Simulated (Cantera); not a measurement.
Mixture: 36.8 % H2, 10.2 % O2, 53.0 % N2, at 22.0 bar, adiabatic and at constant pressure. Ignition delay is the time to a rise of 400 K.

Model: the H2/O2 subset of GRI-Mech 3.0, which has no nitrogen chemistry, integrated in Cantera. The hydrogen kinetics of GRI-Mech 3.0 are dated; newer H2 mechanisms differ, most at raised pressure. The pressure lies above the range GRI-Mech 3.0 was tuned for (to about 10 atm).

Problem. Predict: delay at 950 K; delay at 1150 K; delay at 1350 K; delay at 1550 K; delay at 1750 K; apparent activation energy between 1550 and 1750 K.

Solution. 
```
Property                                               Result
--------------------------------------------------  ---------
delay at 950 K                                        16.3 ms
delay at 1150 K                                      0.267 ms
delay at 1350 K                                       5.66 µs
delay at 1550 K                                      0.809 µs
delay at 1750 K                                      0.410 µs
apparent activation energy between 1550 and 1750 K  77 kJ/mol
```
